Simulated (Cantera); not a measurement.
# Ti + H₂O + H₂ (titanium nitride, carbide and oxide coatings)

Charge: 1 mol Ti, a varied amount of H₂O, 3 mol H₂, equilibrated at 1123.15 K and 42.0 Pa.

Equilibrium computed with Cantera from the NASA thermochemical tables; the gas is ideal and each condensed phase is pure. Candidate condensed phases: H₂O, Ti, TiO, TiO₂, Ti₂O₃, Ti₃O₅, Ti₄O₇; 12 gas species. Mutual solubility and eutectic melting of coexisting phases are not modelled. TiO: taken at fixed stoichiometry. Condensed phases not in the tables: Magnéli phases beyond Ti₄O₇, N, O or C dissolved in the metal. The numbers say what is thermodynamically allowed, not how fast it happens.

| n(H₂O) (mol) | log p H₂ | log p H₂O | log p H | n Ti(α) | n TiO(s) | n Ti₂O₃(s) | n TiO₂(rutile) | n Ti₄O₇(s) |
|---|---|---|---|---|---|---|---|---|
| 0.11 | -3.38 | -14.97 | -9.06 | 0.890 | 0.110 | 0 | 0 | 0 |
| 0.16 | -3.38 | -14.97 | -9.06 | 0.840 | 0.160 | 0 | 0 | 0 |
| 0.22 | -3.38 | -14.97 | -9.06 | 0.780 | 0.220 | 0 | 0 | 0 |
| 0.3 | -3.38 | -14.97 | -9.06 | 0.700 | 0.300 | 0 | 0 | 0 |
| 0.41 | -3.38 | -14.97 | -9.06 | 0.590 | 0.410 | 0 | 0 | 0 |
| 0.56 | -3.38 | -14.97 | -9.06 | 0.440 | 0.560 | 0 | 0 | 0 |
| 0.76 | -3.38 | -14.97 | -9.06 | 0.240 | 0.760 | 0 | 0 | 0 |
| 1 | -3.38 | -14.64 | -9.06 | 0 | 1.00 | 0 | 0 | 0 |
| 1.4 | -3.38 | -10.55 | -9.06 | 0 | 0.200 | 0.400 | 0 | 0 |
| 2 | -3.38 | -6.75 | -9.06 | 0 | 0 | 0 | 0.991 | 0.00213 |
log p: log10 of the partial pressure in bar; n: condensed amount in mol.

From 0.11 mol H₂O to 0.76 mol H₂O the condensed part is Ti(α) + TiO(s). At 1 mol H₂O the condensed part is TiO(s). At 1.4 mol H₂O the condensed part is TiO(s) + Ti₂O₃(s). At 2 mol H₂O the condensed part is TiO₂(rutile) + Ti₄O₇(s).
